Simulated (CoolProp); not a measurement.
A closed Brayton cycle with carbon dioxide: compressor inlet 318.15 K and 9.2 MPa, high pressure 30.8 MPa, turbine inlet 755 K, compressor efficiency 0.85, turbine efficiency 0.85, recuperator effectiveness 0.8 (on enthalpy, no pinch check). Each further row changes one setting.

The numbers come from the reference Helmholtz-energy equation of state, Span 1996 in CoolProp.

```json
[
 {"case": "as stated", "thermal efficiency (%)": "27.9", "net work (kJ/kg)": "82.0", "compressor to turbine work": "0.38", "compressor exit (K)": "394.6", "turbine exit (K)": "624.9"},
 {"case": "turbine inlet 705 K", "thermal efficiency (%)": "26.1", "net work (kJ/kg)": "71.1", "compressor to turbine work": "0.42", "compressor exit (K)": "394.6", "turbine exit (K)": "579.3"},
 {"case": "compressor inlet 328.15 K", "thermal efficiency (%)": "___", "net work (kJ/kg)": "68.9", "compressor to turbine work": "0.48", "compressor exit (K)": "425.1", "turbine exit (K)": "624.9"},
 {"case": "high pressure 26.2 MPa", "thermal efficiency (%)": "26.9", "net work (kJ/kg)": "___", "compressor to turbine work": "0.36", "compressor exit (K)": "384.0", "turbine exit (K)": "641.8"},
 {"case": "recuperator effectiveness 0.5", "thermal efficiency (%)": "___", "net work (kJ/kg)": "82.0", "compressor to turbine work": "0.38", "compressor exit (K)": "394.6", "turbine exit (K)": "624.9"}
]
```

### Question
Fill in the missing entries.

### Answer

- compressor inlet 328.15 K, thermal efficiency (%): 25.7
- high pressure 26.2 MPa, net work (kJ/kg): 75.1
- recuperator effectiveness 0.5, thermal efficiency (%): 21.9
